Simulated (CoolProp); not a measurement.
Saturation properties of R22.

Model: reference Helmholtz-energy equation of state, Kamei 1995, in CoolProp.

```
T (K)  p (bar)  liquid density (kg/m³)  vapour Z  vapour viscosity (µPa s)
-----  -------  ----------------------  --------  ------------------------
281.8    6.537                    1251    0.8714                      13.1
289.8    8.277                    1222    0.8491                      13.5
297.8    10.34                    1192    0.8244                      13.9
305.8    12.76                    1160    0.7970                      14.4
313.7    15.54                    1126    0.7672                      14.9
321.7    18.79                    1089    0.7338                      15.4
329.7    22.51                    1049    0.6965                      16.0
337.7    26.76                    1004    0.6544                      16.7
```

It boils at 232.3 K under 1 atm.

Viscosity comes from a separate model (Bell 2016), an estimate that may be off by 10 % or more.
